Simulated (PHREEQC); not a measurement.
# Reverse-osmosis permeate: an equilibrium model

Model water analysis in mg/kgw, 25 °C, pH 5.92, pe 11.7: Na 1.96; K 0.243; Ca 0.994; Mg 0.168; Cl 3.53; S(6) as SO4 0.819; Alkalinity as HCO3 3.18; Pb 0.0203; F 0.00102.

Valence states are taken as typed.

All values are PHREEQC results (ion-association model, wateq4f.dat), not measurements.

The ionic strength comes out as 0.000203 mol/kgw and the charge-balance error comes out as -4.2 %.

```json
[
 {"species": "CO2", "molality": "0.000142", "activity": "0.000142", "log γ": "0.000"},
 {"species": "Cl-", "molality": "9.96e-5", "activity": "9.79e-5", "log γ": "-0.007"},
 {"species": "Na+", "molality": "8.52e-5", "activity": "8.39e-5", "log γ": "-0.007"},
 {"species": "HCO3-", "molality": "5.33e-5", "activity": "5.24e-5", "log γ": "-0.007"},
 {"species": "Ca+2", "molality": "2.47e-5", "activity": "2.32e-5", "log γ": "-0.028"},
 {"species": "SO4-2", "molality": "8.47e-6", "activity": "7.93e-6", "log γ": "-0.028"},
 {"species": "Mg+2", "molality": "6.89e-6", "activity": "6.46e-6", "log γ": "-0.028"},
 {"species": "K+", "molality": "6.21e-6", "activity": "6.11e-6", "log γ": "-0.007"},
 {"species": "H+", "molality": "1.22e-6", "activity": "1.20e-6", "log γ": "-0.007"},
 {"species": "Pb+2", "molality": "8.94e-8", "activity": "8.37e-8", "log γ": "-0.029"},
 {"species": "F-", "molality": "5.36e-8", "activity": "5.27e-8", "log γ": "-0.007"},
 {"species": "CaSO4", "molality": "3.67e-8", "activity": "3.67e-8", "log γ": "0.000"},
 {"species": "CaHCO3+", "molality": "1.58e-8", "activity": "1.55e-8", "log γ": "-0.007"}
]
```

No solid was allowed to form.
